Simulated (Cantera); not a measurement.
Charge: 1 mol MgO, a varied amount of SO3, 2.5 mol N2, at 1798.15 K and 6000 Pa.

These are equilibrium values from Cantera (NASA tables, ideal gas, pure condensed phases), not measurements of a reactor. Candidate condensed phases: Mg, MgO, MgS, MgSO4, S; 22 gas species. Equilibrium is a limit: real reactors are often held back by kinetics, nucleation or transport.

x: gas mole fraction; n: condensed amount in mol.

```csv
n(SO3) (mol),x N2,x SO2,x O2,x NO,x O,x SO3,x SO,n MgO(s)
0.058,0.966,0.0224,0.0107,0.00103,(withheld),6.00e-6,1.72e-5,1.00
0.07,0.959,0.0268,0.0128,0.00113,(withheld),7.89e-6,1.88e-5,1.00
0.086,0.950,0.0327,0.0157,0.00124,6.12e-5,1.06e-5,2.07e-5,1.00
0.1,0.943,0.0377,0.0182,0.00133,6.58e-5,1.32e-5,2.22e-5,1.00
0.13,0.927,0.0482,0.0233,0.00149,(withheld),1.91e-5,2.50e-5,1.00
0.16,0.912,0.0583,0.0283,0.00163,(withheld),2.55e-5,2.74e-5,1.00
0.19,0.897,0.0682,0.0332,0.00175,8.89e-5,3.22e-5,2.96e-5,1.00
0.23,0.878,0.0808,0.0394,0.00189,(withheld),4.16e-5,3.22e-5,1.00
0.28,0.855,0.0958,0.0469,0.00203,(withheld),5.38e-5,3.51e-5,1.00
0.34,0.829,0.113,0.0553,0.00217,0.000115,6.88e-5,3.80e-5,1.00
0.42,0.798,0.134,0.0658,0.00233,0.000125,8.92e-5,4.14e-5,1.00
0.51,0.764,0.156,0.0768,0.00246,0.000135,0.000112,4.46e-5,1.00
0.62,0.728,0.181,0.0890,0.00258,0.000146,0.000140,4.80e-5,1.00
```

Q: Complete the blanks.

A: 
- 0.058, x O: 5.04e-5
- 0.07, x O: 5.53e-5
- 0.13, x O: 7.46e-5
- 0.16, x O: 8.22e-5
- 0.23, x O: 9.69e-5
- 0.28, x O: 0.000106
